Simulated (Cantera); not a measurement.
Feed: 1 mol SiH4, 26 mol NH3, 88 mol H2, held at 10.0 Torr.

Method: chemical equilibrium by Gibbs-energy minimisation in Cantera with the NASA 1993 tables (ideal gas, pure condensed phases). Candidate condensed phases: Si, Si3N4; 18 gas species. The tables' values for SiN are old estimates; treat these amounts as uncertain. Gases not in the tables: Si2H6 and higher silanes. Kinetics and transport are ignored.

x: gas mole fraction; n: condensed amount in mol.

```
T (°C)   x H2    x N2       x H    x Si  n Si3N4(s)  n Si(l)
------  -----  ------  --------  ------  ----------  -------
502     0.913  0.0873  8.21e-12  <1e-12       0.333        0
602     0.913  0.0873  4.15e-10  <1e-12       0.333        0
702     0.913  0.0873   9.46e-9  <1e-12       0.333        0
802     0.913  0.0873   1.21e-7  <1e-12       0.333        0
902     0.913  0.0873   1.01e-6  <1e-12       0.333        0
1002    0.913  0.0873   6.10e-6       …       0.333        0
1102    0.913  0.0873   2.84e-5       …       0.333        0
1202    0.913  0.0873  0.000107       …       0.333        0
1302    0.912  0.0873  0.000344       …       0.333        0
1402    0.912  0.0872  0.000960       …       0.331        0
1502    0.906  0.0914   0.00239       …           0    0.968
1602    0.903  0.0912   0.00539       …           0    0.880
1702    0.895  0.0908    0.0112       …           0    0.592
```

Q: Fill in the missing entries.

A: 
- 1002, x Si: 5.24e-12
- 1102, x Si: 6.07e-10
- 1202, x Si: 3.66e-8
- 1302, x Si: 1.30e-6
- 1402, x Si: 3.00e-5
- 1502, x Si: 0.000165
- 1602, x Si: 0.000679
- 1702, x Si: 0.00242
